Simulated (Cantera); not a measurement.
A diamond (100) surface in a fixed gas of H2 with x(CH4) = 0.0063, x(H) = 0.0011, x(CH3) = 0.00032, at 1025 K; coverages are run to steady state.

Model: the Harris–Goodwin 1993 mechanism for the reconstructed diamond (100) surface, integrated in Cantera.

θ: site fractions in the mechanism's names (c6HH fully hydrogenated, c6H* and c6*H radical sites, c6** diradical, c6HM methylated).

```tsv
P (Pa)	growth (µm/h)	θ c6HH	θ c6H*	θ c6*H	θ c6**	θ c6HM
450	?	0.556	0.0195	0.374	0.00958	0.0288
760	?	0.546	0.0192	0.367	0.00940	0.0415
1300	?	0.534	0.0187	0.358	0.00919	0.0563
2200	?	0.522	0.0183	0.350	0.00898	0.0710
3800	?	0.512	0.0179	0.343	0.00879	0.0843
6400	?	0.504	0.0176	0.337	0.00865	0.0942
11000	?	0.498	0.0174	0.333	0.00854	0.102
19000	?	0.494	0.0173	0.330	0.00848	0.106
```

### Question
What belongs in the gaps?

### Answer

- 450, growth (µm/h): 0.186
- 760, growth (µm/h): 0.437
- 1300, growth (µm/h): 0.995
- 2200, growth (µm/h): 2.10
- 3800, growth (µm/h): 4.27
- 6400, growth (µm/h): 8.00
- 11000, growth (µm/h): 14.8
- 19000, growth (µm/h): 26.7
